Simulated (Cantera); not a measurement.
Input (Python, Cantera):

```python
import numpy as np
import cantera as ct

gas = ct.Solution("gri30.yaml")
gas.TPX = 1375, 1000000, {'CH2O': 0.0026, 'O2': 0.045, 'N2': 1}
reactor = ct.IdealGasConstPressureReactor(gas, energy="off", clone=False)
net = ct.ReactorNet([reactor])
net.rtol, net.atol = 1e-08, 1e-18
show = ['CH2O', 'O2', 'CO', 'NO2', 'C2H6', 'H', 'H2']
times = np.geomspace(9e-06, 4, 15)

steps = ct.SolutionArray(gas, extra=["t"])
rows = []
print(f"{'t/s':>10s}{'T/K':>9s}{'P/Pa':>11s}" + "".join(f"{s:>11s}" for s in show))
for t in times:
    while net.time < t:
        t_next = net.step()
        steps.append(gas.state, t=t_next)
    rows.append([np.interp(t, steps.t, y) for y in (steps.T, steps.P, *steps(*show).X.T)])
    print(f"{t:10.3e}{rows[-1][0]:9.1f}{rows[-1][1]:11.4g}" + "".join(f"{x:11.3e}" for x in rows[-1][2:]))
rate = np.gradient(steps.T, steps.t)
print("integrator steps:", len(steps.t))
if steps.T.max() > steps.T[0] + 200:
    print(f"time of steepest temperature rise: {steps.t[rate.argmax()]:.4e} s")
gas.TPX = 1375, 1000000, {'CH2O': 0.0026, 'O2': 0.045, 'N2': 1}
gas.equilibrate("TP")
print(f"equilibrium (TP): T = {gas.T:.1f} K  " + "  ".join(f"{s} {gas[s].X[0]:.3e}" for s in show))
```

Output:

```
       t/s      T/K       P/Pa       CH2O         O2         CO        NO2       C2H6          H         H2
 9.000e-06   1375.0      1e+06  2.471e-03  4.294e-02  1.081e-05  4.180e-17  1.806e-22  1.079e-07  2.444e-06
 2.279e-05   1375.0      1e+06  2.413e-03  4.290e-02  6.861e-05  3.466e-15  1.009e-19  3.953e-07  1.570e-05
 5.769e-05   1375.0      1e+06  1.587e-03  4.245e-02  8.875e-04  1.586e-12  3.989e-17  2.315e-06  1.781e-04
 1.460e-04   1375.0      1e+06  8.805e-05  4.176e-02  2.289e-03  3.917e-11  2.196e-17  1.279e-06  2.920e-04
 3.697e-04   1375.0      1e+06  1.025e-10  4.146e-02  2.068e-03  2.156e-10  5.158e-21  8.396e-07  4.958e-05
 9.361e-04   1375.0      1e+06  1.259e-13  4.123e-02  1.597e-03  1.380e-09  7.465e-25  3.229e-07  3.047e-06
 2.370e-03   1375.0      1e+06  3.281e-14  4.092e-02  9.568e-04  5.457e-09  1.819e-30  1.689e-07  9.857e-07
 6.000e-03   1375.0      1e+06  2.726e-15  4.063e-02  3.384e-04  1.407e-08  1.540e-29  4.983e-08  3.355e-07
 1.519e-02   1375.0      1e+06  3.151e-17  4.050e-02  5.522e-05  1.547e-08  2.845e-29  6.198e-09  5.820e-08
 3.846e-02   1375.0      1e+06  9.886e-20  4.047e-02  4.275e-06  6.244e-09  1.473e-31  4.146e-10  7.171e-09
 9.736e-02   1375.0      1e+06  2.376e-20  4.047e-02  1.440e-07  2.517e-09  9.897e-31  5.528e-11  1.571e-09
 2.465e-01   1375.0      1e+06  1.539e-23  4.047e-02  2.760e-09  2.134e-09  1.216e-37  3.789e-11  1.203e-09
 6.241e-01   1375.0      1e+06  1.383e-23  4.047e-02  2.483e-09  2.147e-09  3.564e-41  3.780e-11  1.201e-09
 1.580e+00   1375.0      1e+06  1.381e-23  4.047e-02  2.483e-09  2.187e-09  3.224e-41  3.780e-11  1.201e-09
 4.000e+00   1375.0      1e+06  1.376e-23  4.047e-02  2.483e-09  2.286e-09  2.503e-41  3.780e-11  1.201e-09
integrator steps: 1568
equilibrium (TP): T = 1375.0 K  CH2O 1.365e-23  O2 4.032e-02  CO 2.488e-09  NO2 3.415e-06  C2H6 2.505e-65  H 3.784e-11  H2 1.203e-09
```

Computed with Cantera and GRI-Mech 3.0 (53 species, 325 reactions).
